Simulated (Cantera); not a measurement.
A closed system holds: 1 mol PbO, 3.3 mol H₂, at 0.000290 bar.

Method: chemical equilibrium by Gibbs-energy minimisation in Cantera with the NASA 1993 tables (ideal gas, pure condensed phases). Candidate condensed phases: H₂O, Pb, PbO, PbO₂, Pb₃O₄; 12 gas species. Kinetics and transport are ignored.

### Question
What share of the Pb ends up in condensed phases as a function of T (°C), at 577, 677, 777, 877, 977, 1077, 1177, 1277?

### Answer
| T (°C) | Pb condensed (%) | as |
|---|---|---|
| 577 | 99.6 | Pb(l) |
| 677 | 94.2 | Pb(l) |
| 777 | 36.9 | Pb(l) |
| 877 | 0.0 | - |
| 977 | 0.0 | - |
| 1077 | 0.0 | - |
| 1177 | 0.0 | - |
| 1277 | 0.0 | - |
